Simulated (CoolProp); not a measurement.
Vapour-liquid equilibrium of cyclohexane (1) + n-octane (2) at 114.15 °C; x and y are mole fractions of (1).

Values from CoolProp's multi-fluid Helmholtz-energy mixture model, Zhou 2014 and Beckmüller 2019; pair parameters Bell 2016.

| x | bubble pressure (MPa) | y at the bubble point | dew pressure at overall composition x (MPa) | liquid density (mol/L) |
|---|---|---|---|---|
| 0.05 | 0.08126 | 0.144 | 0.07554 | 5.539 |
| 0.2 | 0.1072 | 0.446 | 0.08508 | 5.838 |
| 0.35 | 0.1336 | 0.634 | 0.09735 | 6.168 |
| 0.5 | 0.1603 | 0.762 | 0.1137 | 6.536 |
| 0.65 | 0.1870 | 0.855 | 0.1365 | 6.948 |
| 0.8 | 0.2140 | 0.926 | 0.1704 | 7.412 |
| 0.95 | 0.2413 | 0.983 | 0.2247 | 7.940 |

No azeotrope shows between x = 0.05 and 0.95.

The pair parameters rest on a limited set of measurements; away from them the model extrapolates.
